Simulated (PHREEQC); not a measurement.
**Alkaline etch or developer**

Consider water at 25 °C with 0.21 mol NaOH, 0.00033 mol NaAlO2 and 9.5e-05 mol Na2CO3 per kg of water. Closed to the air; pH follows from the charge balance.

The numbers come from PHREEQC with the ion-association model, wateq4f.dat.

Each row changes one thing in this solution. No solid was allowed to form.

```tsv
case	pH	NaCO3- (mol/kgw)	CO3-2 (mol/kgw)	HCO3- (mol/kgw)	NaHCO3 (mol/kgw)	SI of Natron (Na2CO3:10H2O)	SI of Nahcolite (NaHCO3)
as made	13.17	5.16e-5	4.33e-5	2.55e-8	1.59e-9	-5.21	-7.98
Na2CO3 from 9.5e-05 to 0.00095 mol/kgw	13.17	0.000517	0.000433	2.55e-7	1.59e-8	-4.21	-6.98
temperature from 25 to 20 °C	13.34	4.58e-5	4.92e-5	2.20e-8	1.37e-9	?	-8.00
diluted 2-fold with water	12.90	2.02e-5	2.73e-5	3.53e-8	1.25e-9	?	-8.10
NaAlO2 left out	13.17	5.16e-5	4.34e-5	2.56e-8	1.58e-9	-5.21	-7.98
Na2CO3 from 9.5e-05 to 0.000105 mol/kgw	13.17	5.71e-5	4.79e-5	2.82e-8	1.75e-9	-5.17	-7.94
```

Some entries are withheld; supply them.


- temperature from 25 to 20 °C, SI of Natron (Na2CO3:10H2O): -4.96
- diluted 2-fold with water, SI of Natron (Na2CO3:10H2O): -5.86
